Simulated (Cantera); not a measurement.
**Hydrocarbon pyrolysis for carbon deposition**

An isothermal, constant-pressure homogeneous reactor starts with C₂H₆ : H₂ = 1 : 13 (molar parts), at 1400 K and 0.00260 bar.

Cantera simulation using GRI-Mech 3.0 (53 species, 325 reactions); the numbers are that mechanism's predictions, not measurements. GRI-Mech 3.0 stops at C3 and has no aromatics, soot or wall deposition, so with more carbon than oxygen in the feed, carbon stays in small species such as C2H2 where larger ones or solid carbon would form. Radical loss at walls, strong at low pressure, is not modelled.

```
t (s)       x C₂H₆   x H₂       x H     x CH₂    x C₂H₄     x CH₄     x CH₃
--------  --------  -----  --------  --------  --------  --------  --------
0.000300    0.0713  0.928   2.40e-5  9.75e-10   7.53e-6   5.04e-5  0.000171
0.000793    0.0708  0.928   8.62e-5   1.17e-8  0.000148  0.000279  0.000331
0.00210     0.0680  0.927  0.000228   1.02e-7   0.00157   0.00154  0.000784
0.00554     0.0548  0.922  0.000502   6.04e-7   0.00857    0.0107   0.00225
0.0147      0.0166  0.902   0.00109   1.29e-6    0.0232    0.0516   0.00343
0.0387    0.000380  0.893  0.000754   4.39e-7    0.0219    0.0739   0.00129
0.102      2.74e-5  0.894  0.000286   8.49e-8    0.0163    0.0743  0.000476
0.271      9.35e-6  0.895  0.000126   1.87e-8    0.0118    0.0740  0.000208
0.715      3.72e-6  0.895   6.35e-5   5.02e-9   0.00779    0.0737  0.000104
1.89       1.88e-6  0.896   4.14e-5   2.17e-9   0.00404    0.0733   6.77e-5
5.00       1.83e-6  0.896   4.30e-5   2.31e-9  0.000977    0.0729   6.98e-5
```
x: mole fraction; the columns are a selection and need not sum to one.

Equilibrium at this temperature and pressure: C₂H₆ 5.89e-9, H₂ 0.937, H 9.29e-5, CH₂ 2.24e-10, C₂H₄ 0.000124, CH₄ 0.00157, CH₃ 3.13e-6 (gas phase only).
